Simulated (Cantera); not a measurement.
**Equilibrium for silicon etching in halogen gases: Si + F2 + N2**

Charge: 1 mol Si, 2.8 mol F2, 31 mol N2, at 1.70 Pa.

Equilibrium computed with Cantera from the NASA thermochemical tables; the gas is ideal and each condensed phase is pure. Candidate condensed phases: Si, Si3N4; 16 gas species. The numbers say what is thermodynamically allowed, not how fast it happens.

```
T (°C)   x N2       x F  x SiF4      x F2     x NF3
------  -----  --------  ------  --------  --------
177     0.952   3.33e-6  0.0310  0.000459    0.0162
202     0.952   1.89e-5  0.0310   0.00154    0.0155
227     0.951   8.75e-5  0.0309   0.00430    0.0136
252     0.949  0.000329  0.0308   0.00957   0.00993
277     0.947  0.000984  0.0306    0.0159   0.00539
302     0.945   0.00238  0.0305    0.0200   0.00216
327     0.943   0.00492  0.0304    0.0208  0.000724
352     0.941   0.00910  0.0304    0.0194  0.000226
377     0.938    0.0153  0.0303    0.0165   6.67e-5
402     0.934    0.0232  0.0301    0.0125   1.78e-5
427     0.930    0.0316  0.0300   0.00819   4.11e-6
452     0.927    0.0386  0.0299   0.00464   8.03e-7
477     0.925    0.0430  0.0298   0.00234   1.40e-7
502     0.924    0.0454  0.0298   0.00112   2.35e-8
```
x: gas mole fraction; nothing condenses.

From 177 °C to 502 °C nothing is condensed. The main Si-bearing gas is SiF4 throughout.
